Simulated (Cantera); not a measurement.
A Cantera script and what it prints.

```python
import numpy as np
import cantera as ct

gas_names = [...]  # 113 gases of nasa_gas.yaml made of C, H, O, Ta
cond_names = """
    C(gr) C6H6(L) C7H8(L) C8H18(L),n-octa H2O(s) H2O(L) Ta(cr) Ta(L) TaC(s) TaC(L) Ta2O5(s) Ta2O5(L)
""".split()


# ... load() reads the species with a 1 bar reference pressure and builds the phases ...
atoms = {
    'Ta(OEt)5': {'Ta': 1, 'C': 10, 'H': 25, 'O': 5},
    'H2O': {'H': 2, 'O': 1},
    'H2': {'H': 2},
}
top_T = {'C(gr)': 4500}  # K; cautious upper limits of use, not melting points


# ... equilibrate(T, P, feed) seeds the gas with the atoms and calls Mixture.equilibrate('TP', solver="vcs", rtol=1e-11, max_steps=5000) ...
results = []
T = 2648  # K
P = 100000  # Pa
for m in [1.2, 2, 2.8, 3.7, 4.5, 5.4, 6.2, 7, 7.9, 8.7, 9.5, 10]:
    feed = {'Ta(OEt)5': 1, 'H2O': m, 'H2': 2.4}  # mol
    mix = equilibrate(T, P, feed)
    results.append((T, P, feed, dict(zip(mix.species_names, mix.species_moles))))

top = {s: max(r[3][s] / sum(r[3][g] for g in gas_names) for r in results) for s in gas_names}
cols = sorted((s for s in top if top[s] > 1e-06), key=lambda s: -top[s])[:8]
seen = [c for c in cond_names if any(r[3].get(c, 0) > 1e-12 for r in results)]
print("log10 of partial pressures in bar; condensed amounts in mol")
print(f"{'n(H2O)':>10s}" + "".join(f"{s[:9]:>10s}" for s in cols + seen))
for T, P, feed, n in results:
    ng = sum(n[g] for g in gas_names)
    print(f"{feed['H2O']:10.4g}" + "".join(f"{np.log10(max(n[s] / ng * P / 1e5, 1e-99)):10.3f}" for s in cols)
          + "".join(f"{n.get(c, 0):10.4g}" for c in seen))
```

Result:

```
log10 of partial pressures in bar; condensed amounts in mol
    n(H2O)        H2        CO       H2O         H C2H2,acet       CO2      TaO2        OH     C(gr)    Ta(cr)    TaC(s)  Ta2O5(L)
       1.2    -0.170    -0.564    -5.499    -1.418    -1.881    -6.712   -12.112    -7.360     2.184         0         1         0
         2    -0.179    -0.542    -5.485    -1.422    -1.890    -6.666   -12.067    -7.342     1.354         0         1         0
       2.8    -0.187    -0.523    -5.474    -1.426    -1.898    -6.629   -12.029    -7.327    0.5237         0         1         0
       3.7    -0.191    -0.505    -5.272    -1.428    -2.277    -6.405   -11.429    -7.123         0         0         1         0
       4.5    -0.194    -0.494    -2.680    -1.429    -7.448    -3.800    -3.657    -4.530         0    0.4022    0.5855         0
       5.4    -0.200    -0.492    -2.175    -1.433    -8.473    -3.285    -2.632    -4.021         0    0.9043         0  0.001946
       6.2    -0.195    -0.503    -2.169    -1.430    -8.491    -3.296    -2.632    -4.018         0    0.5869         0    0.1594
         7    -0.190    -0.514    -2.164    -1.427    -8.508    -3.308    -2.632    -4.016         0    0.2695         0    0.3169
       7.9    -0.187    -0.526    -1.914    -1.426    -9.025    -3.072    -2.756    -3.767         0         0         0    0.4661
       8.7    -0.196    -0.538    -1.483    -1.431    -9.937    -2.645    -2.976    -3.332         0         0         0    0.4809
       9.5    -0.205    -0.551    -1.275    -1.435   -10.404    -2.440    -3.084    -3.120         0         0         0    0.4851
        10    -0.211    -0.558    -1.186    -1.438   -10.616    -2.352    -3.132    -3.027         0         0         0    0.4865
```

Equilibrium computed with Cantera from the NASA thermochemical tables; the gas is ideal and each condensed phase is pure. The feed counts by its element totals alone. Mutual solubility and eutectic melting of coexisting phases are not modelled. TaC: taken at fixed stoichiometry. Condensed phases not in the tables: Ta2C, N, O or C dissolved in the metal.
